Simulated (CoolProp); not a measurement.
Vapour-liquid equilibrium of carbon dioxide (1) + hydrogen sulfide (2) at 1.14 MPa; x and y are mole fractions of (1).

Computed with CoolProp (multi-fluid Helmholtz-energy mixture model, Span 1996 and Lemmon 2006; pair parameters Kunz 2012).

Question: Give the bubble temperature and the first vapour's composition at x = 0.25, 0.35, 0.95. Is there an azeotrope?

Answer: x = 0.25: -22.5 °C, y = 0.621; x = 0.35: -26.6 °C, y = 0.696; x = 0.95: -36.2 °C, y = 0.962. No azeotrope shows between x = 0.05 and 0.95.

The pair parameters rest on a limited set of measurements; away from them the model extrapolates.
